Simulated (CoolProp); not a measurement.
R143a at several states: Z from the reference equation and from simpler models built on Tc = 345.9 K, pc = 3.762 MPa, ω = 0.261; each cubic takes its own stable root.

Model: reference Helmholtz-energy equation of state, Lemmon and Jacobsen 2000, in CoolProp.

```csv
T (K),p (MPa),phase,reference,Redlich-Kwong,Soave-Redlich-Kwong,Peng-Robinson
204.9,0.031,gas,0.9774,0.9880,0.9865,0.9861
362.9,0.983,gas,0.9143,[?],[?],0.9117
325.9,10.7,liquid,0.3652,0.4423,0.4356,[?]
263.2,0.623,liquid,0.02262,[?],0.02695,0.02377
```

Q: Complete the blanks.

A: 
- 362.9, Redlich-Kwong: 0.9187
- 362.9, Soave-Redlich-Kwong: 0.9209
- 325.9, Peng-Robinson: 0.3889
- 263.2, Redlich-Kwong: 0.8635

At some of these states Redlich-Kwong gives the other phase, because its saturation line lies elsewhere.
